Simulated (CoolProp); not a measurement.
Saturation properties of c-C4F8 (RC318) (Tc = 115.2 °C, pc = 2.778 MPa, ω = 0.355).

The numbers come from the reference Helmholtz-energy equation of state, Platzer 1990 in CoolProp. This equation is an older, rougher fit; its heat capacities, sound speeds and derivatives of the liquid may be far off and weren't checked against measurements.

```tsv
T (°C)	p (MPa)	liquid density (kg/m³)	enthalpy of vaporisation (kJ/kg)	vapour Z	surface tension (mN/m)	liquid viscosity (µPa s)
8.55	0.1782	1562	111.2	0.9334	10.1	463
12.75	0.2072	1546	109.5	0.9256	9.59	435
16.95	0.2396	1530	107.7	0.9172	9.10	408
21.05	0.2749	1514	106.0	0.9084	8.63	384
25.25	0.3150	1497	104.1	0.8988	8.15	361
29.45	0.3594	1480	102.2	0.8885	7.68	340
33.65	0.4084	1463	100.2	0.8775	7.21	319
37.85	0.4622	1445	98.18	0.8659	6.75	300
42.05	0.5212	1426	96.06	0.8535	6.29	283
46.25	0.5857	1407	93.86	0.8403	5.85	266
50.45	0.6560	1387	91.58	0.8263	5.40	250
54.65	0.7323	1367	89.19	0.8115	4.97	235
58.85	0.8152	1346	86.70	0.7957	4.54	221
```

It boils at -6.0 °C under 1 atm.

Viscosity comes from a separate model (Huber 2003), an estimate that may be off by 10 % or more. Surface tension comes from a separate correlation (Mulero 2012).
